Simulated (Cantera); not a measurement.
Feed: 1 mol CH₄, a varied amount of NH₃, held at 65.0 bar.

Method: chemical equilibrium by Gibbs-energy minimisation in Cantera with the NASA 1993 tables (ideal gas, pure condensed phases). Candidate condensed phases: C, C₆H₆, C₇H₈, C₈H₁₈; 92 gas species. The ideal-gas law is rough above about 30 bar. Rates play no part.

Stable condensed phases, one row left out:

```
T in K \ n(NH₃) in mol
         0.054   0.1  0.15  0.19  0.24  0.29  0.33  0.38  0.43  0.47  0.52  0.57  0.61
   2648      A     A     A     A     A     A     A     A     A     A     A     A     A
   2448      A     A     A     A     A     A     A     A     A     A     A     A     A
   2248      A     A     A     A     A     A     A     A     A     A     A     A     A
   2048      A     A     A     A     A     A     A     A     A     A     A     A     A
   1848      A     A     A     A     A     A     A     A     A     A     A     A     A
   1648      A     A     A     A     A     A     A     A     A     A     A     A     A
   1448      A     A     A     A     A     A     A     A     A     A     A     A     A
   1248      A     A     A     A     A     A     A     A     A     A     A     A     A
    848      A     A     B     B     B     B     B     B     B     B     B     B     B
```

A: C; B: gas only.

Give the row for 1048 K.

0.054: C; 0.1: C; 0.15: C; 0.19: C; 0.24: C; 0.29: C; 0.33: C; 0.38: C; 0.43: C; 0.47: C; 0.52: gas only; 0.57: gas only; 0.61: gas only.
